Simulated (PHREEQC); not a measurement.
## Geothermal or formation water (model solution)

A made-up water analysis in mmol/kgw, 65 °C, pH 7.73: Na 194; K 20.6; Ca 26.4; Mg 6.96; Cl 251; S(6) 13.3; Alkalinity (meq/kgw) 0.0697; Br 1.3; Li 0.292.

Cl is adjusted to close the charge balance.
Valence states are taken as typed.

Equilibrium calculation in PHREEQC: Pitzer model, pitzer.dat.

Each row changes one thing in this solution. No solid was allowed to form.

```
case                                               HCO3- (mol/kgw)  MgOH+ (mol/kgw)  CO2 (mol/kgw)  CO3-2 (mol/kgw)  MgCO3 (mol/kgw)  HSO4- (mol/kgw)  SI of Gypsum (CaSO4:2H2O)
-------------------------------------------------  ---------------  ---------------  -------------  ---------------  ---------------  ---------------  -------------------------
as made                                                    5.22e-5          3.42e-6        1.27e-6          1.02e-6          3.64e-7          1.42e-8                      -0.30
pH from 7.73 to 7.23 at the same alkalinity                6.41e-5          1.08e-6        4.94e-6          3.94e-7          1.41e-7          4.49e-8                      -0.30
pH from 7.73 to 7.43 at the same alkalinity                6.08e-5              ___        2.95e-6          5.92e-7          2.12e-7          2.83e-8                      -0.30
temperature from 65 to 85 °C at the same typed pH          2.71e-5          1.16e-5        7.29e-7          5.55e-7              ___          2.48e-8                        ___
```

### Question
Some entries are withheld; supply them.

### Answer

- pH from 7.73 to 7.43 at the same alkalinity, MgOH+ (mol/kgw): 1.71e-6
- temperature from 65 to 85 °C at the same typed pH, MgCO3 (mol/kgw): 2.32e-7
- temperature from 65 to 85 °C at the same typed pH, SI of Gypsum (CaSO4:2H2O): -0.26

Away from 25 °C the constants follow the database's enthalpies or fits; those with neither stay at their 25 °C values.
